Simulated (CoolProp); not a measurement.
R236FA along the isotherm 280.1 K: Z from the reference equation and from simpler models built on Tc = 398.1 K, pc = 31.91 bar, ω = 0.377; each cubic takes its own stable root.

The numbers come from the reference Helmholtz-energy equation of state, Pan 2012 in CoolProp.

```json
[
 {"p (bar)": "0.151", "phase": "gas", "reference": "0.9941", "van der Waals": "0.9968", "Redlich-Kwong": "0.9957", "Soave-Redlich-Kwong": "0.9950", "Peng-Robinson": "0.9947"},
 {"p (bar)": "0.255", "phase": "gas", "reference": "0.9899", "van der Waals": "0.9946", "Redlich-Kwong": "0.9927", "Soave-Redlich-Kwong": "0.9915", "Peng-Robinson": "0.9911"},
 {"p (bar)": "0.431", "phase": "gas", "reference": "0.9828", "van der Waals": "0.9908", "Redlich-Kwong": "0.9876", "Soave-Redlich-Kwong": "0.9855", "Peng-Robinson": "0.9849"},
 {"p (bar)": "0.727", "phase": "gas", "reference": "0.9707", "van der Waals": "0.9844", "Redlich-Kwong": "0.9790", "Soave-Redlich-Kwong": "0.9754", "Peng-Robinson": "0.9743"},
 {"p (bar)": "1.23", "phase": "gas", "reference": "0.9493", "van der Waals": "0.9733", "Redlich-Kwong": "0.9640", "Soave-Redlich-Kwong": "0.9577", "Peng-Robinson": "0.9558"},
 {"p (bar)": "2.07", "phase": "liquid", "reference": "0.009519", "van der Waals": "0.9543", "Redlich-Kwong": "0.9380", "Soave-Redlich-Kwong": "0.01053", "Peng-Robinson": "0.009304"},
 {"p (bar)": "3.5", "phase": "liquid", "reference": "0.01609", "van der Waals": "0.9201", "Redlich-Kwong": "0.01890", "Soave-Redlich-Kwong": "0.01779", "Peng-Robinson": "0.01572"},
 {"p (bar)": "5.9", "phase": "liquid", "reference": "0.02710", "van der Waals": "0.8558", "Redlich-Kwong": "0.03180", "Soave-Redlich-Kwong": "0.02995", "Peng-Robinson": "0.02648"},
 {"p (bar)": "9.96", "phase": "liquid", "reference": "0.04570", "van der Waals": "0.07758", "Redlich-Kwong": "0.05352", "Soave-Redlich-Kwong": "0.05047", "Peng-Robinson": "0.04463"},
 {"p (bar)": "16.8", "phase": "liquid", "reference": "0.07695", "van der Waals": "0.1296", "Redlich-Kwong": "0.08982", "Soave-Redlich-Kwong": "0.08487", "Peng-Robinson": "0.07508"},
 {"p (bar)": "28.4", "phase": "liquid", "reference": "0.1297", "van der Waals": "0.2161", "Redlich-Kwong": "0.1506", "Soave-Redlich-Kwong": "0.1428", "Peng-Robinson": "0.1264"},
 {"p (bar)": "47.9", "phase": "liquid", "reference": "0.2177", "van der Waals": "0.3575", "Redlich-Kwong": "0.2509", "Soave-Redlich-Kwong": "0.2389", "Peng-Robinson": "0.2117"}
]
```

At some of these states van der Waals, Redlich-Kwong gives the other phase, because its saturation line lies elsewhere.
